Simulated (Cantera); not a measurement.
Charge: 1 mol Cu, 0.13 mol H2O, 8 mol H2, equilibrated at 23.0 bar.

Method: chemical equilibrium by Gibbs-energy minimisation in Cantera with the NASA 1993 tables (ideal gas, pure condensed phases). Candidate condensed phases: Cu, CuO, Cu(OH)2, Cu2O, H2O; 12 gas species. The numbers say what is thermodynamically allowed, not how fast it happens.

**Question.** Which condensed phases are stable at each of these points (T (K)): 1200, 1250, 1300, 1350, 1400, 1450, 1500, 1550, 1600, 1650, 1700, 1750?

**Answer.** 
| T (K) | condensed phases | Cu condensed (%) |
|---|---|---|
| 1200 | Cu(s) | 100.0 |
| 1250 | Cu(s) | 100.0 |
| 1300 | Cu(s) | 100.0 |
| 1350 | Cu(s) | 100.0 |
| 1400 | Cu(l) | 100.0 |
| 1450 | Cu(l) | 100.0 |
| 1500 | Cu(l) | 100.0 |
| 1550 | Cu(l) | 100.0 |
| 1600 | Cu(l) | 100.0 |
| 1650 | Cu(l) | 100.0 |
| 1700 | Cu(l) | 100.0 |
| 1750 | Cu(l) | 100.0 |

From 1200 K to 1350 K the condensed part is Cu(s). From 1400 K to 1750 K the condensed part is Cu(l).
